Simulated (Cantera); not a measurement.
A Cantera script and its output.

```python
import numpy as np
import cantera as ct

gas = ct.Solution("gri30.yaml")
gas.TPX = 2150, 100000, {'CH4': 1, 'H2O': 1.4, 'H2': 0.067}
inlet = ct.Reservoir(gas, clone=True)

reactor = ct.IdealGasConstPressureReactor(gas, energy="off", clone=False)
exhaust = ct.Reservoir(gas, clone=True)
tau = [14, 6, 2.6, 1.1, 0.48, 0.21, 0.089, 0.038, 0.016, 0.0071, 0.003][0]
for a, b in ((inlet, reactor), (reactor, exhaust)):
    ct.MassFlowController(a, b, mdot=lambda t: reactor.mass / tau)
net = ct.ReactorNet([reactor])
show = ['CH4', 'H2O', 'H2', 'O2', 'OH']

rows = []
print(f"{'tau/s':>10s}{'T/K':>9s}" + "".join(f"{s:>11s}" for s in show))
for tau in [14, 6, 2.6, 1.1, 0.48, 0.21, 0.089, 0.038, 0.016, 0.0071, 0.003]:
    net.initial_time = 0.0
    net.advance(30 * tau)
    before = gas.X
    net.advance(40 * tau)
    drift = np.max(np.abs(gas.X - before) / (gas.X + 1e-9))
    rows.append([gas.T, *gas[show].X, drift])
    print(f"{tau:10.3e}{gas.T:9.1f}" + "".join(f"{x:11.3e}" for x in gas[show].X))
```

Result:

```
     tau/s      T/K        CH4        H2O         H2         O2         OH
 1.400e+01   2150.0  7.557e-05  8.421e-02  6.887e-01  1.030e-08  5.533e-05
 6.000e+00   2150.0  1.723e-04  8.435e-02  6.886e-01  1.027e-08  5.524e-05
 2.600e+00   2150.0  3.766e-04  8.467e-02  6.882e-01  1.027e-08  5.528e-05
 1.100e+00   2150.0  7.957e-04  8.552e-02  6.872e-01  1.042e-08  5.569e-05
 4.800e-01   2150.0  1.524e-03  8.754e-02  6.852e-01  1.084e-08  5.694e-05
 2.100e-01   2150.0  2.707e-03  9.210e-02  6.809e-01  1.186e-08  5.990e-05
 8.900e-02   2150.0  4.592e-03  1.019e-01  6.722e-01  1.418e-08  6.636e-05
 3.800e-02   2150.0  7.347e-03  1.195e-01  6.571e-01  1.876e-08  7.813e-05
 1.600e-02   2150.0  1.138e-02  1.480e-01  6.328e-01  2.720e-08  9.749e-05
 7.100e-03   2150.0  1.671e-02  1.856e-01  6.007e-01  4.023e-08  1.235e-04
 3.000e-03   2150.0  2.471e-02  2.357e-01  5.569e-01  6.078e-08  1.589e-04
```

Cantera simulation using GRI-Mech 3.0 (53 species, 325 reactions); the numbers are that mechanism's predictions, not measurements.
